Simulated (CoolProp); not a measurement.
Vapour-liquid equilibrium of CHF3 (R23) (1) + C2F6 (R116) (2) at 179.2 K; x and y are mole fractions of (1).

Computed with CoolProp (multi-fluid Helmholtz-energy mixture model, Penoncello 2003 and Lemmon 2006; pair parameters Bell 2016).

Problem. Give the bubble pressure and the first vapour's composition at x = 0.25, 0.35, 0.65. Is there an azeotrope?

Solution. x = 0.25: 0.06648 MPa, y = 0.496; x = 0.35: 0.06856 MPa, y = 0.530; x = 0.65: 0.06935 MPa, y = 0.575. y crosses x between x = 0.55 and 0.65: the model has an azeotrope there.

The pair parameters rest on a limited set of measurements; away from them the model extrapolates. With so large a gap from Raoult's law the liquid may split in two, which this calculation doesn't test in full.
